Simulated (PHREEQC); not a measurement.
1.2 g of hydrous ferric oxide (600 m²/g; 0.2 weak and 0.005 strong sites per Fe, Dzombak-Morel constants, diffuse double layer) in 1 kg of water with 0.05 mol/kgw of an inert sodium salt and 0.0055 mol/kgw NiCl2, 1.6e-05 mol/kgw CuCl2 and 1.6e-05 mol/kgw BaCl2, at 25 °C; the pH is set by adding NaOH or the inert anion's acid. O2 is buffered at 0.21 atm. The system is closed to CO2. No solid was allowed to form.

All values are PHREEQC results (ion-association model, wateq4f.dat), not measurements.

```tsv
pH	Ni sorbed (%)	Cu sorbed (%)	Ba sorbed (%)	surface charge σ (C/m²)	surface potential ψ (mV)
4	0.0	10.2	0.0	0.306	154
4.5	0.2	44.2	0.0	0.254	145
5	0.7	78.0	0.0	0.196	132
5.5	1.7	92.9	0.0	0.145	117
6	5.2	98.4	0.0	0.109	103
6.5	13.7	99.4	0.0	0.098	97
7	22.2	99.5	0.0	0.100	99
7.5	27.8	98.0	0.0	0.102	100
8.5	31.5	40.1	0.0	0.102	100
9	31.7	6.9	0.0	0.100	99
9.5	31.2	1.1	0.0	0.091	95
10	29.6	0.4	0.0	0.066	80
10.5	27.5	0.3	0.0	0.036	53
11	25.9	0.5	0.6	0.012	20
11.5	24.3	0.9	11.2	-0.011	-18
12	21.8	2.0	73.9	-0.044	-57
```

Along this series the solution becomes supersaturated in solids that the run did not let form, among them Cu(OH)2, Ni(OH)2. Species that the database lacks are ignored. The database's constant for dissolved Cu(OH)2 is higher than later reviews accept.
